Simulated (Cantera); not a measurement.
An isothermal, constant-pressure homogeneous reactor starts with H₂ : O₂ : N₂ : H₂O = 1.2 : 1 : 0.89 : 0.02 (molar parts), at 1098 K and 0.810 bar.

Cantera simulation using GRI-Mech 3.0 (53 species, 325 reactions); the numbers are that mechanism's predictions, not measurements. The temperature is held fixed by assumption; the heat of reaction is taken as removed at once.

One state of this run: x H₂ = 0.00680; x O₂ = 0.162; x NO = 3.46e-7; x H₂O = 0.478; x H = 1.38e-6. x: mole fraction; the columns are a selection and need not sum to one.

Problem. Which value of t (s) does it belong to?
A. 0.0761
B. 1.49
C. 0.0283
D. 0.0105

Solution. D, 0.0105
